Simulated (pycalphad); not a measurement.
**Freezing of Cu-Si alloys with rising Si**

Computed with pycalphad from the COST 507 light-alloy database (1999), at 1 atm. These are 1990s assessments: newer ones move some temperatures and phases. Amounts are mole fractions of atoms.

Scheil-Gulliver runs (no diffusion in the solid, steps of 4 K) beside full equilibrium.

| alloy | liquidus (°C) | Scheil, half solid (°C) | Scheil, 80 % solid (°C) | Scheil, invariant end (°C) | liquid left at that end | equilibrium solidus (°C) |
|---|---|---|---|---|---|---|
| Cu-43.45Si (at.%) | 1003 | at the invariant end | at the invariant end | 801 | 0.82 | 801 |
| Cu-65.18Si (at.%) | 1186 | at the invariant end | at the invariant end | 801 | 0.50 | 801 |
| Cu-86.9Si (at.%) | … | … | … | 801 | … | 801 |

Fill in the missing entries.


- Cu-86.9Si (at.%), liquidus (°C): 1339
- Cu-86.9Si (at.%), Scheil, half solid (°C): 1248
- Cu-86.9Si (at.%), Scheil, 80 % solid (°C): 878
- Cu-86.9Si (at.%), liquid left at that end: 0.19
